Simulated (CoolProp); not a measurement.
Model: reference Helmholtz-energy equation of state, Kamei 1995, in CoolProp.

Q: Give the vapour pressure (MPa), vapour density (kg/m³), enthalpy of vaporisation (kJ/kg), liquid viscosity (µPa s) of saturated R22 at 40.75 °C.

A: 
```
T (°C)  p (MPa)  vapour density (kg/m³)  enthalpy of vaporisation (kJ/kg)  liquid viscosity (µPa s)
------  -------  ----------------------  --------------------------------  ------------------------
40.75      1.56                    67.5                               166                       106
```

Viscosity comes from a separate model (Bell 2016), an estimate that may be off by 10 % or more.
